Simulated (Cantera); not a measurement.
Charge: 1 mol PbO, 4.3 mol C, 1.3 mol N2, at 1 atm.

Cantera equilibrium calculation (NASA polynomials, part measured and part estimated; ideal gas, pure solids and liquids). Candidate condensed phases: C, Pb, PbO, PbO2, Pb3O4; 27 gas species. The numbers say what is thermodynamically allowed, not how fast it happens.

Which condensed phases are stable at each of these points (T (°C)): 1477, 1527, 1577, 1627, 1677, 1727, 1777, 1827, 1877, 1927, 1977, 2027, 2077, 2127?


```csv
T (°C),condensed phases,Pb condensed (%)
1477,C(graphite) + Pb(l),45.9
1527,C(graphite) + Pb(l),15.7
1577,C(graphite),0.0
1627,C(graphite),0.0
1677,C(graphite),0.0
1727,C(graphite),0.0
1777,C(graphite),0.0
1827,C(graphite),0.0
1877,C(graphite),0.0
1927,C(graphite),0.0
1977,C(graphite),0.0
2027,C(graphite),0.0
2077,C(graphite),0.0
2127,C(graphite),0.0
```

From 1477 °C to 1527 °C the condensed part is C(graphite) + Pb(l). From 1577 °C to 2127 °C the condensed part is C(graphite).
